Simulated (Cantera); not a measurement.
An isothermal, constant-pressure homogeneous reactor starts with CO : O2 : H2O : N2 = 0.0061 : 0.015 : 0.0013 : 1 (molar parts), at 998 K and 1.00 atm. Integrator tolerance rtol = 1e-08.

Model: GRI-Mech 3.0 (53 species, 325 reactions), integrated in Cantera.

What does this change do: temperature 998 to 1425 K?


```csv
quantity,before,after
x(CO) at 8.00 s,0.000942 (gas-phase equilibrium 3.14e-12),8.27e-8 (gas-phase equilibrium 8.31e-8)
x(O2) at 8.00 s,0.0122 (gas-phase equilibrium 0.0117),0.0117 (gas-phase equilibrium 0.0116)
x(H2O) at 8.00 s,0.00127 (gas-phase equilibrium 0.00128),0.00127 (gas-phase equilibrium 0.00127)
x(NO) at 8.00 s,4.66e-9 (gas-phase equilibrium 8.11e-6),1.81e-6 (gas-phase equilibrium 0.000219)
x(H) at 8.00 s,1.14e-8 (gas-phase equilibrium <1e-12),6.01e-10 (gas-phase equilibrium 6.02e-10)
```
